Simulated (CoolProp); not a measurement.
Vapour-liquid equilibrium of cyclohexane (1) + toluene (2) at 241.65 °C; x and y are mole fractions of (1).

The numbers come from the multi-fluid Helmholtz-energy mixture model, Zhou 2014 and Lemmon 2006; pair parameters Bell 2016 in CoolProp.

Problem. Give the bubble pressure and the first vapour's composition at x = 0.2, 0.35, 0.95. Is there an azeotrope?

Solution. x = 0.2: 1722 kPa, y = 0.273; x = 0.35: 1890 kPa, y = 0.436; x = 0.95: 2437 kPa, y = 0.958. No azeotrope shows between x = 0.05 and 0.95.

Pair parameters are fitted to limited data, so mixtures are less certain than the pure fluids.
